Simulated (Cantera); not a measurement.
Cantera run, input and output.

```python
import numpy as np
import cantera as ct

gas = ct.Solution("h2o2.yaml")
gas.TPX = 700, 260000, {'H2': 1, 'O2': 0.649, 'N2': 2.21}
flame = ct.FreeFlame(gas, width=0.02)
flame.set_refine_criteria(ratio=3, slope=0.08, curve=0.16)
flame.transport_model = "mixture-averaged"
flame.solve(loglevel=0, auto=True)
z, T = flame.grid, flame.T
thick = (T[-1] - T[0]) / np.gradient(T, z).max()
show = ['H2', 'O2', 'O', 'OH', 'H2O', 'H']
print(f"laminar burning velocity  {flame.velocity[0] * 100:.3f} cm/s")
print(f"burnt temperature         {T[-1]:.1f} K")
print(f"thermal thickness         {thick * 1e3:.4f} mm")
print(f"grid points               {len(z)}")
z0 = z[flame.heat_release_rate.argmax()]
print(f"{'z/mm':>9s}{'T/K':>9s}{'u/(m/s)':>9s}" + "".join(f"{s:>11s}" for s in show))
rows = []
for k in (-3, -2, -1.5, -1, -0.5, -0.25, 0, 0.25, 0.5, 1, 2, 4, 8):
    zz = z0 + k * thick
    rows.append([k * thick, np.interp(zz, z, T), np.interp(zz, z, flame.velocity),
                 *(np.interp(zz, z, flame.X[gas.species_index(s)]) for s in show)])
    print(f"{rows[-1][0] * 1e3:9.3f}{rows[-1][1]:9.1f}{rows[-1][2]:9.3f}" + "".join(f"{x:11.3e}" for x in rows[-1][3:]))
```

Result:

```
laminar burning velocity  892.141 cm/s
burnt temperature         2482.7 K
thermal thickness         0.1368 mm
grid points               120
     z/mm      T/K  u/(m/s)         H2         O2          O         OH        H2O          H
   -0.410    700.0    8.921  2.591e-01  1.682e-01  6.860e-16  4.283e-17  2.865e-12  5.296e-16
   -0.274    700.0    8.921  2.591e-01  1.682e-01  4.818e-13  3.036e-14  2.964e-10  4.436e-13
   -0.205    700.0    8.921  2.591e-01  1.682e-01  4.473e-11  2.994e-12  9.487e-09  9.784e-11
   -0.137    700.1    8.920  2.589e-01  1.682e-01  1.159e-08  1.454e-09  1.046e-06  8.138e-08
   -0.068    720.7    9.107  2.515e-01  1.690e-01  1.317e-05  5.887e-05  1.065e-03  1.589e-04
   -0.034    924.3   11.366  2.145e-01  1.644e-01  5.104e-04  1.028e-03  2.152e-02  4.329e-03
    0.000   1348.0   16.037  1.242e-01  1.273e-01  5.780e-03  5.014e-03  1.031e-01  2.319e-02
    0.034   1672.1   19.631  5.260e-02  7.702e-02  1.321e-02  1.302e-02  1.887e-01  3.481e-02
    0.068   1843.4   21.487  3.260e-02  5.891e-02  1.503e-02  1.775e-02  2.186e-01  3.119e-02
    0.137   2019.7   23.303  2.581e-02  5.204e-02  1.280e-02  2.054e-02  2.349e-01  2.146e-02
    0.274   2185.0   24.933  2.032e-02  4.851e-02  9.083e-03  2.087e-02  2.493e-01  1.239e-02
    0.547   2322.6   26.239  1.400e-02  4.596e-02  5.680e-03  1.903e-02  2.633e-01  6.052e-03
    1.094   2420.2   27.143  8.496e-03  4.449e-02  3.240e-03  1.580e-02  2.747e-01  2.583e-03
```

Detailed kinetics in Cantera: the H2/O2 subset of GRI-Mech 3.0, which has no nitrogen chemistry. The hydrogen kinetics of GRI-Mech 3.0 are dated; newer H2 mechanisms differ, most at raised pressure. Burning velocities carry a grid error of a few per cent, more on coarse grids.
